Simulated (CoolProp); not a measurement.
A simple Rankine cycle with R141b: condensing at 323.15 K, boiler at 0.956 MPa, turbine inlet 391.3 K, turbine efficiency 0.6, pump efficiency 0.6, no recuperator. Each further row changes one setting.

Model: reference Helmholtz-energy equation of state, Lemmon 2006, in CoolProp. It is a short technical equation, of lower accuracy than the large ones.

```tsv
case	thermal efficiency (%)	net work (kJ/kg)	heat in (kJ/kg)	turbine exit temperature (K)	volume ratio over the turbine
as stated	?	21.7	258	349.4	5.40
turbine inlet 411.3 K	8.5	23.6	279	371.0	5.29
condensing temperature 315.15 K	?	?	?	344.4	6.92
boiler pressure 0.669 MPa	6.9	18.2	264	360.8	3.66
turbine efficiency 0.5	7.0	17.9	258	353.8	5.48
```

Q: Complete the blanks.

A: 
- as stated, thermal efficiency (%): 8.4
- condensing temperature 315.15 K, thermal efficiency (%): 9.4
- condensing temperature 315.15 K, net work (kJ/kg): 25.1
- condensing temperature 315.15 K, heat in (kJ/kg): 267
